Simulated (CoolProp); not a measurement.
Vapour-liquid equilibrium of benzene (1) + octamethylcyclotetrasiloxane (D4) (2) at 408.3 K; x and y are mole fractions of (1).

The numbers come from the multi-fluid Helmholtz-energy mixture model, Thol 2012 and Thol 2015; pair parameters Bell 2016 in CoolProp.

| x | bubble pressure (bar) | y at the bubble point | dew pressure at overall composition x (bar) | liquid density (mol/L) |
|---|---|---|---|---|
| 0.05 | 0.4593 | 0.338 | 0.3314 | 2.882 |
| 0.2 | 0.9695 | 0.729 | 0.3877 | 3.292 |
| 0.35 | 1.534 | 0.857 | 0.4669 | 3.808 |
| 0.5 | 2.109 | 0.917 | 0.5869 | 4.479 |
| 0.65 | 2.699 | 0.953 | 0.7909 | 5.387 |
| 0.8 | 3.335 | 0.978 | 1.217 | 6.681 |
| 0.95 | 4.025 | 0.996 | 2.635 | 8.666 |

No azeotrope shows between x = 0.05 and 0.95.

The pair parameters rest on a limited set of measurements; away from them the model extrapolates.
